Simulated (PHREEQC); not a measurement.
A PHREEQC speciation (ion-association model, wateq4f.dat) at 20 °C gives pH 1.95 and these molalities:

```
species      mol/kgw
----------  --------
Cl-            0.106
Fe+3          0.0150
H+            0.0141
FeCl+2        0.0130
FeOH+2       0.00281
Fe2(OH)2+4   0.00241
FeSO4+       0.00233
FeCl2+       0.00214
SO4-2       0.000283
Fe3(OH)4+5  0.000220
FeHSO4+2    0.000166
HSO4-       0.000115
Fe(OH)2+     2.78e-5
FeCl3        1.17e-5
Fe(SO4)2-    4.26e-6
```

### Question
What are the element totals, and what could have been dissolved in 1 kg of water to give them?

### Answer
Several could match; the one computed here: totals Cl 0.123, Fe(3) 0.0410, S(6) 0.00290 mol/kgw, from 41 mmol/kgw FeCl3 and 2.9 mmol/kgw H2SO4.

Precipitation was switched off in this run. The solution is supersaturated, for example in Hematite (slow to form), Goethite (slow to form), so a real one may precipitate; this is no full list. Complexes and solids missing from the database can't appear.
